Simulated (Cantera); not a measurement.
Feed: 1 mol Pb, 0.3 mol NH3, 14 mol H2, held at 1650 K and 9.00 bar.

Equilibrium computed with Cantera from the NASA thermochemical tables; the gas is ideal and each condensed phase is pure. Candidate condensed phases: Pb; 11 gas species. Rates play no part.

Base state: H2 0.980, N2 0.0102, Pb 0.0101, NH3 3.61e-5, H 3.00e-5, Pb2 1.01e-5 (mole fractions); condensed: Pb(l).

Q: What changes in the equilibrium state with this change: 0.075 mol Cl2 added?

A: 
```csv
species,before,after
H2,0.980,0.970
Pb,0.0101,0.0101
N2,0.0102,0.0101
HCl,0,0.00810
PbCl,0,0.00192
PbCl2,0,4.11e-5
NH3,3.61e-5,3.54e-5
H,3.00e-5,2.98e-5
Pb2,1.01e-5,1.01e-5
"Pb(l), mol",0.850,0.820
```
Further candidate phases: NH4Cl, PbCl2.
